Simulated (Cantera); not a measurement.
A freely propagating, adiabatic, planar premixed flame of C3H8 : O2 : N2 : H2O = 1 : 3.57 : 13.4 : 0.38 (molar parts), equivalence ratio 1.4, unburnt at 525 K and 910000 Pa; mixture-averaged transport, grid criteria slope 0.08 and curve 0.16, no radiation.

Detailed kinetics in Cantera: GRI-Mech 3.0 (53 species, 325 reactions). GRI-Mech 3.0 was tuned for natural gas; its chemistry of propane as a main component is partial and can be far from experiment. Burning velocities carry a grid error of a few per cent, more on coarse grids.

Q: What does this change do: C3H8 1 to 1.3 parts?

A: 
```json
[
 {"quantity": "laminar burning velocity", "before": "34.4 cm/s", "after": "16.9 cm/s"},
 {"quantity": "thermal thickness", "before": "0.0801 mm", "after": "0.142 mm"},
 {"quantity": "peak x(CH2)", "before": "3.67e-5", "after": "7.11e-6"}
]
```
